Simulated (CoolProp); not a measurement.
The fluid at 473.35 K and 7 MPa (stagnation) flows isentropically through a choked orifice. The same conditions are run with several fluids, on thermodynamics alone (safety and materials aside).

Model: reference Helmholtz-energy equation of state of each fluid (R365MFC: Lemmon 2016; ethane: Bücker 2006; R11: Jacobsen 1992; R114: Platzer 1990; R407C: Lemmon 2003), in CoolProp. The equations of Platzer and Polt are older, rougher fits. Blends and air are pseudo-pure fits.

**Question.** Rank R365MFC, ethane, R11, R114, R407C by throat to inlet pressure ratio, highest first.

**Answer.** R114 (0.664), R407C (0.599), ethane (0.583), R11 (0.550), R365MFC (0.502)

```csv
fluid,mass flux (kg/(m² s)),throat temperature (K)
R365MFC,62800,461.7
ethane,12900,440.0
R11,70600,461.8
R114,40800,452.9
R407C,22400,444.6
```
